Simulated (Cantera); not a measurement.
## Adiabatic ignition

An adiabatic, constant-volume homogeneous reactor starts with CH₄ : O₂ : N₂ = 1 : 2.94 : 11.1 (molar parts), at 1075 K and 1.00 atm.

Computed with Cantera and GRI-Mech 3.0 (53 species, 325 reactions).

```csv
t (s),T (K),P (bar),x CH₄,x O₂,x NO,x HCO,x H₂O₂,x HO₂,x C₂H₄
2.00e-6,1075,1.01,0.0665,0.195,<1e-12,<1e-12,<1e-12,8.58e-11,<1e-12
1.07e-5,1075,1.01,0.0665,0.195,<1e-12,<1e-12,<1e-12,4.57e-10,<1e-12
5.69e-5,1075,1.01,0.0665,0.195,<1e-12,<1e-12,8.29e-12,2.43e-9,<1e-12
0.000304,1075,1.01,0.0665,0.195,<1e-12,<1e-12,2.23e-10,1.28e-8,<1e-12
0.00162,1075,1.01,0.0665,0.195,<1e-12,<1e-12,4.81e-9,6.36e-8,3.95e-12
0.00864,1075,1.01,0.0665,0.195,<1e-12,<1e-12,3.79e-8,1.91e-7,2.14e-9
0.0461,1075,1.01,0.0664,0.195,<1e-12,4.77e-12,9.65e-8,4.16e-7,1.50e-7
0.246,2594,2.47,<1e-12,0.0616,0.00281,3.46e-9,4.06e-7,9.96e-6,<1e-12
1.31,2576,2.46,<1e-12,0.0567,0.0131,3.12e-9,3.77e-7,8.98e-6,<1e-12
7.00,2576,2.46,<1e-12,0.0567,0.0131,3.12e-9,3.77e-7,8.98e-6,<1e-12
```
x: mole fraction; the columns are a selection and need not sum to one.

```json
{
 "time_of_steepest_temperature_rise": "0.245 s",
 "temperature at 7.00 s": "2576 K",
 "equilibrium_temperature": "2576 K",
 "x(CH₄) at 7.00 s": "<1e-12 (gas-phase equilibrium <1e-12)",
 "x(O₂) at 7.00 s": "0.0567 (gas-phase equilibrium 0.0567)",
 "x(NO) at 7.00 s": "0.0131 (gas-phase equilibrium 0.0131)"
}
```
